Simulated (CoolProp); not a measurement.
Values from CoolProp's reference Helmholtz-energy equation of state, Lemmon 2004. It is a short technical equation, of lower accuracy than the large ones.

Question: Give the vapour pressure (bar), liquid density (kg/m³), liquid cp (kJ/(kg K)), surface tension (mN/m) of saturated n-dodecane at 331.5, 346.4, 366.2 K.

Answer: 
```
T (K)  p (bar)  liquid density (kg/m³)  liquid cp (kJ/(kg K))  surface tension (mN/m)
-----  -------  ----------------------  ---------------------  ----------------------
331.5  0.00204                     721                   2.33                    22.0
346.4  0.00503                     710                   2.38                    20.7
366.2   0.0145                     695                   2.46                    19.1
```

Surface tension comes from a separate correlation (Mulero 2012).
